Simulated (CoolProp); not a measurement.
CH3F (R41) along the isobar 4.12 MPa: density (kg/m³) from the reference equation and from simpler models built on Tc = 44.1 °C, pc = 5.906 MPa, ω = 0.200; each cubic takes its own stable root.

Values from CoolProp's reference Helmholtz-energy equation of state, Lemmon 2006. It is a short technical equation, of lower accuracy than the large ones.

| T (°C) | phase | reference |
|---|---|---|
| -119.65 | liquid | 965.9 |
| -97.05 | liquid | 923.4 |
| -74.45 | liquid | 878.6 |
| -51.75 | liquid | 829.9 |
| -29.15 | liquid | 775.6 |
| -6.55 | liquid | 711.7 |
| 16.05 | liquid | 627.2 |
| 38.65 | gas | 85.94 |
| 61.35 | gas | 68.27 |
| 83.95 | gas | 58.93 |

Problem. How far does each simpler model (van der Waals, Redlich-Kwong, Soave-Redlich-Kwong, Peng-Robinson) lie from the reference over these 10 states: mean and median of the absolute difference, and the worst?

Solution. 
- van der Waals: mean 34.7 %, median 46.3 %, worst -47.3 % at -119.65 °C and 4.12 MPa
- Redlich-Kwong: mean 17.8 %, median 22.2 %, worst -28.2 % at 16.05 °C and 4.12 MPa
- Soave-Redlich-Kwong: mean 16.6 %, median 20.7 %, worst -25.2 % at 16.05 °C and 4.12 MPa
- Peng-Robinson: mean 8.6 %, median 10.5 %, worst -15.4 % at 16.05 °C and 4.12 MPa
